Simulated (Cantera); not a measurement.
Cantera run:

```python
import numpy as np
import cantera as ct

gas_names = """
    H H2 Si SiH SiH2 SiH3 SiH4 Si2 Si3
""".split()
cond_names = """
    Si(cr) Si(L)
""".split()


# ... load() reads the species with a 1 bar reference pressure and builds the phases ...
atoms = {
    'Si': {'Si': 1},
    'H2': {'H': 2},
}
top_T = {}  # K; cautious upper limits of use, not melting points


# ... equilibrate(T, P, feed) seeds the gas with the atoms and calls Mixture.equilibrate('TP', solver="vcs", rtol=1e-11, max_steps=5000) ...
results = []
feed = {'Si': 1, 'H2': 0.63}  # mol
P = 230000  # Pa
for T in [500, 700, 900, 1100, 1300, 1500, 1700]:
    mix = equilibrate(T, P, feed)
    results.append((T, P, feed, dict(zip(mix.species_names, mix.species_moles))))

top = {s: max(r[3][s] / sum(r[3][g] for g in gas_names) for r in results) for s in gas_names}
cols = sorted((s for s in top if top[s] > 1e-05), key=lambda s: -top[s])[:5]
seen = [c for c in cond_names if any(r[3].get(c, 0) > 1e-12 for r in results)]
print("log10 of partial pressures in bar; condensed amounts in mol")
print(f"{'T/K':>10s}" + "".join(f"{s[:9]:>10s}" for s in cols + seen))
for T, P, feed, n in results:
    ng = sum(n[g] for g in gas_names)
    print(f"{T:10.4g}" + "".join(f"{np.log10(max(n[s] / ng * P / 1e5, 1e-99)):10.3f}" for s in cols)
          + "".join(f"{n.get(c, 0):10.4g}" for c in seen))
```

It prints:

```
log10 of partial pressures in bar; condensed amounts in mol
       T/K        H2         H      SiH2    Si(cr)     Si(L)
       500     0.362   -19.977   -22.312         1         0
       700     0.362   -13.416   -15.077         1         0
       900     0.362    -9.751   -11.069         1         0
      1100     0.362    -7.407    -8.519         1         0
      1300     0.362    -5.775    -6.755         1         0
      1500     0.362    -4.574    -5.463         1         0
      1700     0.362    -3.651    -4.486         0         1
```

Equilibrium computed with Cantera from the NASA thermochemical tables; the gas is ideal and each condensed phase is pure. Gases not in the tables: Si2H6 and higher silanes.
